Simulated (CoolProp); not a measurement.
A simple Rankine cycle with R114: condensing at 320.15 K, boiler at 1.24 MPa, turbine inlet 368.3 K, turbine efficiency 0.75, pump efficiency 0.8, no recuperator. Each further row changes one setting.

Values from CoolProp's reference Helmholtz-energy equation of state, Platzer 1990. This equation is an older, rougher fit; its heat capacities, sound speeds and derivatives of the liquid may be far off and weren't checked against measurements.

| case | thermal efficiency (%) | net work (kJ/kg) | heat in (kJ/kg) | turbine exit temperature (K) | volume ratio over the turbine |
|---|---|---|---|---|---|
| as stated | ___ | 11.1 | 144 | 339.0 | 3.35 |
| turbine inlet 388.3 K | 7.6 | 12.3 | 162 | 360.8 | 3.22 |
| condensing temperature 312.15 K | 8.8 | 13.5 | 152 | 334.3 | 4.22 |
| boiler pressure 0.868 MPa | ___ | 8.17 | ___ | ___ | 2.19 |
| turbine efficiency 0.65 | 6.6 | 9.49 | 144 | 341.0 | 3.38 |

Complete the blanks.


- as stated, thermal efficiency (%): 7.7
- boiler pressure 0.868 MPa, thermal efficiency (%): 5.4
- boiler pressure 0.868 MPa, heat in (kJ/kg): 150
- boiler pressure 0.868 MPa, turbine exit temperature (K): 350.6
